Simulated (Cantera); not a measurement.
Input: 1 mol AlCl3, 0.81 mol H2O, 1.2 mol N2, held at 0.120 bar.

Equilibrium computed with Cantera from the NASA thermochemical tables; the gas is ideal and each condensed phase is pure. Candidate condensed phases: Al, AlCl3, AlN, Al2O3, H2O, NH4Cl; 45 gas species. The numbers say what is thermodynamically allowed, not how fast it happens.

Q: At 1400 K, list the 7 most abundant gas species with their mole fractions, and the condensed phases.

A: HCl 0.493, N2 0.366, AlCl3 0.140, Cl 0.000390, H2 0.000214, H2O 4.25e-5, Cl2 2.26e-5. Condensed: Al2O3(s).
